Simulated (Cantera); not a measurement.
An isothermal, constant-pressure homogeneous reactor starts with C2H4 : H2 = 0.49 : 1.2 (molar parts), at 2023 K and 2670 Pa.

Model: GRI-Mech 3.0 (53 species, 325 reactions), integrated in Cantera. GRI-Mech 3.0 was tuned for natural gas; its chemistry of ethylene as a main component is partial and can be far from experiment. GRI-Mech 3.0 stops at C3 and has no aromatics, soot or wall deposition, so with more carbon than oxygen in the feed, carbon stays in small species such as C2H2 where larger ones or solid carbon would form. Radical loss at walls, strong at low pressure, is not modelled.

x: mole fraction; the columns are a selection and need not sum to one.

| t (s) | x C2H4 | x H2 | x CH4 | x C2H | x C2H2 | x CH3 | x H |
|---|---|---|---|---|---|---|---|
| 2.00e-5 | 0.285 | 0.711 | 1.61e-8 | ? | 0.00408 | 2.76e-8 | 1.71e-5 |
| 9.15e-5 | 0.266 | 0.715 | 7.63e-7 | ? | 0.0186 | 2.76e-7 | 7.71e-5 |
| 0.000418 | 0.185 | 0.733 | 1.46e-5 | ? | 0.0807 | 9.64e-7 | 0.000298 |
| 0.00191 | 0.0290 | 0.768 | 6.63e-5 | ? | 0.202 | 1.19e-6 | 0.000542 |
| 0.00875 | 5.57e-5 | 0.773 | 7.67e-5 | ? | 0.224 | 4.30e-6 | 0.00220 |
| 0.0400 | 3.06e-5 | 0.768 | 7.26e-5 | ? | 0.224 | 1.45e-5 | 0.00782 |
| 0.183 | 2.69e-5 | 0.766 | 8.93e-5 | 6.04e-5 | 0.223 | 2.35e-5 | 0.0103 |
| 0.837 | 2.69e-5 | 0.766 | 0.000111 | 6.04e-5 | 0.223 | 2.93e-5 | 0.0103 |
| 3.83 | 2.69e-5 | 0.766 | 0.000112 | 6.04e-5 | 0.223 | 2.95e-5 | 0.0103 |
| 17.5 | 2.69e-5 | 0.766 | 0.000112 | 6.04e-5 | 0.223 | 2.95e-5 | 0.0103 |
| 80.0 | 2.69e-5 | 0.766 | 0.000112 | 6.04e-5 | 0.223 | 2.95e-5 | 0.0103 |

Q: Some entries are withheld; supply them.

A: 
- 2.00e-5, x C2H: 1.95e-9
- 9.15e-5, x C2H: 4.04e-8
- 0.000418, x C2H: 6.60e-7
- 0.00191, x C2H: 2.88e-6
- 0.00875, x C2H: 1.29e-5
- 0.0400, x C2H: 4.60e-5
